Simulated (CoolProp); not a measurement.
Properties of n-hexane along the isotherm 172.15 °C.

Model: reference Helmholtz-energy equation of state, Thol 2019, in CoolProp.

| p (kPa) | phase | cp (kJ/(kg K)) | speed of sound (m/s) | isothermal compressibility (1/MPa) | fugacity coefficient |
|---|---|---|---|---|---|
| 304 | gas | 2.374 | 200.5 | 3.501 | 0.9453 |
| 609 | gas | 2.450 | 187.5 | 1.899 | 0.8907 |
| 913 | gas | 2.568 | ___ | 1.429 | 0.8363 |
| 1220 | liquid | 3.151 | 433.4 | ___ | 0.7439 |
| 1520 | liquid | 3.132 | 442.6 | 0.01386 | 0.6057 |
| 1830 | liquid | 3.115 | 451.7 | ___ | 0.5105 |
| 2130 | liquid | 3.099 | 460.1 | ___ | 0.4449 |
| 2440 | liquid | ___ | 468.5 | 0.01205 | 0.3940 |
| 2740 | liquid | 3.072 | 476.4 | 0.01157 | 0.3559 |
| 3040 | liquid | 3.060 | 484.0 | 0.01113 | 0.3253 |
| 3350 | liquid | 3.048 | 491.6 | 0.01071 | 0.2994 |
| 3650 | liquid | 3.038 | 498.8 | 0.01034 | 0.2787 |
| 3960 | liquid | 3.028 | 506.0 | 0.009989 | 0.2606 |
| 4260 | liquid | 3.019 | 512.8 | 0.009671 | 0.2456 |
| 4570 | liquid | ___ | 519.6 | 0.009365 | 0.2322 |

Problem. Complete the blanks.

Solution. 
- 913, speed of sound (m/s): 171.8
- 1220, isothermal compressibility (1/MPa): 0.01459
- 1830, isothermal compressibility (1/MPa): 0.01318
- 2130, isothermal compressibility (1/MPa): 0.01260
- 2440, cp (kJ/(kg K)): 3.085
- 4570, cp (kJ/(kg K)): 3.010
